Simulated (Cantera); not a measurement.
Feed: 1 mol (CH3)2SiCl2, 1.2 mol C2H2, 3.3 mol H2, held at 29000 Pa.

Method: chemical equilibrium by Gibbs-energy minimisation in Cantera with the NASA 1993 tables (ideal gas, pure condensed phases). Candidate condensed phases: C, C6H6, C7H8, C8H18, Si, SiC; 109 gas species. The feed counts by its element totals alone. The tables' values for SiCl3 are old estimates; treat these amounts as uncertain. Equilibrium is a limit: real reactors are often held back by kinetics, nucleation or transport. All values below are at 1575 °C.

Base state: H2 0.770, HCl 0.223, SiCl2 0.00557, H 0.000864, SiCl3 0.000313, C2H2 (acetylene) 0.000198, Cl 0.000190, CH4 0.000113 (mole fractions); condensed: C(graphite) + SiC(s).

**Question.** What changes in the equilibrium state with this change: (CH3)2SiCl2 replaced by CH3SiH3?

**Answer.** 
```json
[
 {"species": "H2", "before": "0.770", "after": "0.999"},
 {"species": "H", "before": "0.000864", "after": "0.000984"},
 {"species": "C2H2 (acetylene)", "before": "0.000198", "after": "0.000257"},
 {"species": "HCl", "before": "0.223", "after": "0"},
 {"species": "SiCl2", "before": "0.00557", "after": "0"},
 {"species": "SiCl3", "before": "0.000313", "after": "0"},
 {"species": "Cl", "before": "0.000190", "after": "0"},
 {"species": "SiCl4", "before": "2.60e-5", "after": "0"},
 {"species": "C(graphite), mol", "before": "3.45", "after": "2.39"},
 {"species": "SiC(s), mol", "before": "0.949", "after": "1.000"}
]
```
